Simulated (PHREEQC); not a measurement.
A column of 0.1 m (30 cells, dispersivity 0.008 m, 300 s a shift, diffusion coefficient 3e-10 m²/s) holds 0.0052 eq of the database's cation exchanger X per kg of pore water, first in equilibrium with 0.018 mol CaCl2, 0.056 mol SrCl2 and 1e-05 mol HCl per kg of water. It is flushed with 0.00018 mol PbCl2, 0.0086 mol LiCl and 1e-05 mol HCl per kg of water, at 15 °C. Values are for the last cell. The system is closed to CO2. Nothing may precipitate in this run.

The series has 31 steps of pore volumes, from 0 to 4.017.

Model: ion-association model, phreeqc.dat, run in PHREEQC.

Problem. After how many pore volumes does Li at the outlet first reach half of its feed value?

Solution. By 0.95 pore volumes.
